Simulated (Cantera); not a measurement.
An isothermal, constant-pressure homogeneous reactor starts with NH3 : N2 = 1 : 2.6 (molar parts), at 1300 K and 0.0434 atm. Integrator tolerance rtol = 1e-08.

Computed with Cantera and the gas-phase N/H chemistry of the illustrative SiF4/NH3 mechanism in the Surface Chemkin manual (1991). Walls and surfaces, which speed up NH3 decomposition in real reactors, are not modelled.

**Question.** What does this change do: temperature 1300 to 1925 K?

**Answer.** 
```
quantity                                             before                                     after
-----------------  ----------------------------------------  ----------------------------------------
x(NH3) at 2.00 s      0.278 (gas-phase equilibrium 8.19e-7)    0.0508 (gas-phase equilibrium 1.52e-7)
x(N) at 2.00 s        <1e-12 (gas-phase equilibrium <1e-12)   7.37e-7 (gas-phase equilibrium 1.14e-9)
x(H2) at 2.00 s       7.96e-6 (gas-phase equilibrium 0.326)       0.266 (gas-phase equilibrium 0.324)
x(N2) at 2.00 s         0.722 (gas-phase equilibrium 0.674)       0.683 (gas-phase equilibrium 0.673)
x(N2H2) at 2.00 s    2.04e-8 (gas-phase equilibrium <1e-12)    2.45e-7 (gas-phase equilibrium <1e-12)
x(NH2) at 2.00 s   3.62e-6 (gas-phase equilibrium 1.38e-11)  0.000149 (gas-phase equilibrium 3.46e-9)
x(NH) at 2.00 s      2.94e-9 (gas-phase equilibrium <1e-12)   5.60e-6 (gas-phase equilibrium 1.06e-9)
```
